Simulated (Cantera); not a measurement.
An isothermal, constant-pressure homogeneous reactor starts with NO : N2 = 1 : 19 (molar parts), at 2175 K and 0.0133 bar. Integrator tolerance rtol = 1e-08.

Cantera simulation using GRI-Mech 3.0 (53 species, 325 reactions); the numbers are that mechanism's predictions, not measurements. Radical loss at walls, strong at low pressure, is not modelled.

Problem. What does this change do: pressure from 0.0133 bar to 0.133 bar?

Solution. 
```
quantity                                           before                                      after
----------------  ---------------------------------------  -----------------------------------------
x(NO) at 10.0 s    0.0176 (gas-phase equilibrium 0.00424)    0.00435 (gas-phase equilibrium 0.00434)
x(O) at 10.0 s    0.00223 (gas-phase equilibrium 0.00293)  0.000948 (gas-phase equilibrium 0.000948)
x(NO2) at 10.0 s  7.19e-7 (gas-phase equilibrium 2.06e-7)    6.81e-7 (gas-phase equilibrium 6.80e-7)
x(O2) at 10.0 s     0.0151 (gas-phase equilibrium 0.0214)      0.0223 (gas-phase equilibrium 0.0223)
x(N2O) at 10.0 s  1.33e-7 (gas-phase equilibrium 3.03e-8)    9.80e-8 (gas-phase equilibrium 9.79e-8)
x(N2) at 10.0 s       0.965 (gas-phase equilibrium 0.971)        0.972 (gas-phase equilibrium 0.972)
```
